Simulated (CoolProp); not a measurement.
R22 at several states: fugacity coefficient from the reference equation and from simpler models built on Tc = 369.3 K, pc = 4.990 MPa, ω = 0.221; each cubic takes its own stable root.

The numbers come from the reference Helmholtz-energy equation of state, Kamei 1995 in CoolProp.

| T (K) | p (MPa) | phase | reference |
|---|---|---|---|
| 131.3 | 0.0682 | liquid | 0.0001341 |
| 427.7 | 0.0655 | gas | 0.9973 |
| 225 | 0.0246 | gas | 0.9906 |
| 443.2 | 0.828 | gas | 0.9702 |
| 137 | 0.0723 | liquid | 0.0003306 |

Problem. How far does each simpler model (van der Waals, Soave-Redlich-Kwong) lie from the reference over these 5 states: mean and median of the absolute difference, and the worst?

Solution. 
- van der Waals: mean 30993.9 %, median 0.5 %, worst +99079.7 % at 131.3 K and 0.0682 MPa
- Soave-Redlich-Kwong: mean 1.2 %, median 0.2 %, worst +3.7 % at 131.3 K and 0.0682 MPa
